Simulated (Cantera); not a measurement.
**Ignition delay**

Mixture: CO : H₂ : CH₄ : O₂ : N₂ = 1 : 1 : 0.066 : 0.666 : 2.5 (molar parts), equivalence ratio 1.7, at 9.87 atm, adiabatic and at constant volume. Ignition delay is the time to a rise of 400 K.

Cantera simulation using GRI-Mech 3.0 (53 species, 325 reactions); the numbers are that mechanism's predictions, not measurements. Below about 1000 K GRI-Mech 3.0 lacks low-temperature oxidation paths. Below about 950 K walls govern HO2 and H2O2 in real vessels.

```
T0 (K)  delay (ms)
------  ----------
925           19.8
975           5.48
1025          1.64
1075         0.515
1125         0.165
1175        0.0551
1225        0.0215
1275        0.0106
1325       0.00630
1375       0.00428
```

```json
{
 "apparent activation energy between 1275 and 1375 K": "130 kJ/mol"
}
```
